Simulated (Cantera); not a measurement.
Cantera run, input and output.

```python
import numpy as np
import cantera as ct

gas = ct.Solution("gri30.yaml")
gas.TPX = 1050, 280, {'H2': 0.024, 'O2': 1, 'N2': 0.41}
inlet = ct.Reservoir(gas, clone=True)

reactor = ct.IdealGasConstPressureReactor(gas, energy="off", clone=False)
exhaust = ct.Reservoir(gas, clone=True)
tau = [2.1, 1.1, 0.63, 0.35, 0.19, 0.11, 0.059, 0.032, 0.018, 0.0099][0]
for a, b in ((inlet, reactor), (reactor, exhaust)):
    ct.MassFlowController(a, b, mdot=lambda t: reactor.mass / tau)
net = ct.ReactorNet([reactor])
show = ['H2', 'O2', 'N2O', 'H2O', 'NO2', 'OH', 'O']

rows = []
print(f"{'tau/s':>10s}{'T/K':>9s}" + "".join(f"{s:>11s}" for s in show))
for tau in [2.1, 1.1, 0.63, 0.35, 0.19, 0.11, 0.059, 0.032, 0.018, 0.0099]:
    net.initial_time = 0.0
    net.advance(30 * tau)
    before = gas.X
    net.advance(40 * tau)
    drift = np.max(np.abs(gas.X - before) / (gas.X + 1e-9))
    rows.append([gas.T, *gas[show].X, drift])
    print(f"{tau:10.3e}{gas.T:9.1f}" + "".join(f"{x:11.3e}" for x in gas[show].X))
```

It prints:

```
     tau/s      T/K         H2         O2        N2O        H2O        NO2         OH          O
 2.100e+00   1050.0  1.906e-04  6.900e-01  8.844e-10  1.601e-02  4.010e-13  5.486e-04  5.142e-03
 1.100e+00   1050.0  2.784e-04  6.887e-01  7.671e-10  1.567e-02  3.284e-13  6.504e-04  6.559e-03
 6.300e-01   1050.0  3.913e-04  6.876e-01  6.580e-10  1.531e-02  2.536e-13  7.479e-04  7.675e-03
 3.500e-01   1050.0  5.732e-04  6.868e-01  5.339e-10  1.485e-02  1.758e-13  8.638e-04  8.557e-03
 1.900e-01   1050.0  8.767e-04  6.862e-01  3.999e-10  1.425e-02  1.088e-13  1.004e-03  9.016e-03
 1.100e-01   1050.0  1.310e-03  6.862e-01  2.855e-10  1.356e-02  6.530e-14  1.147e-03  8.993e-03
 5.900e-02   1050.0  2.104e-03  6.866e-01  1.755e-10  1.254e-02  3.336e-14  1.322e-03  8.496e-03
 3.200e-02   1050.0  3.368e-03  6.875e-01  9.698e-11  1.115e-02  1.561e-14  1.479e-03  7.568e-03
 1.800e-02   1050.0  5.211e-03  6.888e-01  4.947e-11  9.382e-03  6.816e-15  1.560e-03  6.329e-03
 9.900e-03   1050.0  8.043e-03  6.909e-01  2.099e-11  6.901e-03  2.381e-15  1.479e-03  4.661e-03
```

Cantera simulation using GRI-Mech 3.0 (53 species, 325 reactions); the numbers are that mechanism's predictions, not measurements. Radical loss at walls, strong at low pressure, is not modelled.
